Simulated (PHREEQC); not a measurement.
Make-up at 66 °C: 1.6 mmol/kgw CaCl2, 0.076 mmol/kgw Na2HPO4 and 0.71 mmol/kgw NaCl. Closed to the air; pH follows from the charge balance.

Equilibrium calculation in PHREEQC: ion-association model, phreeqc.dat.

| Quantity | Value |
|---|---|
| pH | 7.55 |
| ionic strength | 0.00559 mol/kgw |
| specific conductance | 1020 µS/cm |
| total alkalinity | 0.0760 meq/kg |

```
species   molality  activity   log γ
--------  --------  --------  ------
Cl-        0.00391   0.00358  -0.038
Ca+2       0.00157   0.00112  -0.146
Na+       0.000862  0.000791  -0.037
HPO4-2     3.28e-5   2.34e-5  -0.147
CaHPO4     2.81e-5   2.81e-5   0.001
H2PO4-     9.52e-6   8.76e-6  -0.036
OH-        5.07e-6   4.65e-6  -0.038
CaPO4-     5.02e-6   4.61e-6  -0.036
CaH2PO4+   5.45e-7   5.01e-7  -0.036
NaHPO4-    3.92e-8   3.61e-8  -0.036
```

No solid was allowed to form. Saturation is exceeded, for instance for Hydroxyapatite; the values hold only as long as no solid forms. Constants without temperature data keep their 25 °C values here.
